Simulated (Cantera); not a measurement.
Hydrogen reduction and annealing atmospheres: Fe3O4 + H2 + H2O

Charge: 1 mol Fe3O4, 1300 mol H2, 0.63 mol H2O, at 13.0 Pa.

These are equilibrium values from Cantera (NASA tables, ideal gas, pure condensed phases), not measurements of a reactor. Candidate condensed phases: Fe, FeO, Fe(OH)2, Fe(OH)3, Fe2O3, Fe3O4, H2O; 12 gas species. Kinetics and transport are ignored.

```tsv
T (K)	x H2	x H	x H2O	x Fe	x OH	x O	x FeO	n Fe(γ)
1350	0.996	0.000209	0.00356	3.31e-5	1.21e-8	2.37e-12	2.30e-10	2.96
1450	0.995	0.000827	0.00356	0.000384	7.09e-8	5.23e-11	4.38e-9	2.50
1550	0.991	0.00275	0.00355	0.00230	3.31e-7	7.78e-10	4.04e-8	0
1650	0.986	0.00791	0.00354	0.00229	1.28e-6	8.38e-9	5.89e-8	0
1750	0.974	0.0201	0.00351	0.00228	4.25e-6	6.92e-8	8.23e-8	0
1850	0.948	0.0460	0.00346	0.00225	1.24e-5	4.58e-7	1.11e-7	0
1950	0.899	0.0953	0.00335	0.00219	3.22e-5	2.53e-6	1.44e-7	0
```
x: gas mole fraction; n: condensed amount in mol.

From 1350 K to 1450 K the condensed part is Fe(γ). From 1550 K to 1950 K nothing is condensed. The main Fe-bearing gas is Fe throughout.
